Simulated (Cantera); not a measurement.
# Thermodynamics of silicon etching in halogen gases, feed Si + Cl2 + N2

Charge: 1 mol Si, 6.9 mol Cl2, a varied amount of N2, held at 1073 K and 0.133 bar.

Method: chemical equilibrium by Gibbs-energy minimisation in Cantera with the NASA 1993 tables (ideal gas, pure condensed phases). Candidate condensed phases: Si, Si3N4; 13 gas species. The numbers say what is thermodynamically allowed, not how fast it happens.

From 0.56 mol N2 to 72 mol N2 nothing is condensed. The main Si-bearing gas is SiCl4 throughout.

| n(N2) (mol) | log p N2 | log p Cl2 | log p SiCl4 | log p Cl | log p SiCl3 |
|---|---|---|---|---|---|
| 0.56 | -1.94 | -1.00 | -1.69 | -3.47 | -9.41 |
| 1 | -1.71 | -1.03 | -1.71 | -3.48 | -9.42 |
| 1.9 | -1.49 | -1.08 | -1.77 | -3.51 | -9.45 |
| 3.5 | -1.30 | -1.16 | -1.85 | -3.55 | -9.49 |
| 6.4 | -1.16 | -1.28 | -1.97 | -3.61 | -9.55 |
| 12 | -1.05 | -1.44 | -2.13 | -3.69 | -9.63 |
| 21 | -0.98 | -1.62 | -2.31 | -3.78 | -9.72 |
| 39 | -0.94 | -1.84 | -2.53 | -3.89 | -9.83 |
| 72 | -0.91 | -2.08 | -2.77 | -4.01 | -9.95 |
log p: log10 of the partial pressure in bar; nothing condenses.
